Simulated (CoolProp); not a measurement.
Propylene along the isotherm 575 K: density (kg/m³) from the reference equation and from simpler models built on Tc = 364.2 K, pc = 45.55 bar, ω = 0.146; each cubic takes its own stable root.

Model: reference Helmholtz-energy equation of state, Lemmon 2013, in CoolProp.

```json
[
 {"p (bar)": "22.8", "phase": "gas", "reference": "20.78"},
 {"p (bar)": "45.5", "phase": "gas", "reference": "42.84"},
 {"p (bar)": "68.3", "phase": "supercritical", "reference": "66.24"},
 {"p (bar)": "91.1", "phase": "supercritical", "reference": "90.63"},
 {"p (bar)": "114", "phase": "supercritical", "reference": "115.7"},
 {"p (bar)": "137", "phase": "supercritical", "reference": "140.8"},
 {"p (bar)": "159", "phase": "supercritical", "reference": "164.1"},
 {"p (bar)": "182", "phase": "supercritical", "reference": "187.3"},
 {"p (bar)": "205", "phase": "supercritical", "reference": "208.7"},
 {"p (bar)": "228", "phase": "supercritical", "reference": "228.3"}
]
```

**Question.** How far does each simpler model (ideal gas, Soave-Redlich-Kwong, Peng-Robinson) lie from the reference over these 10 states: mean and median of the absolute difference, and the worst?

**Answer.** 
- ideal gas: mean 11.3 %, median 12.7 %, worst -14.7 % at 575 K and 159 bar
- Soave-Redlich-Kwong: mean 4.0 %, median 4.4 %, worst -6.4 % at 575 K and 228 bar
- Peng-Robinson: mean 0.5 %, median 0.6 %, worst +0.9 % at 575 K and 68.3 bar
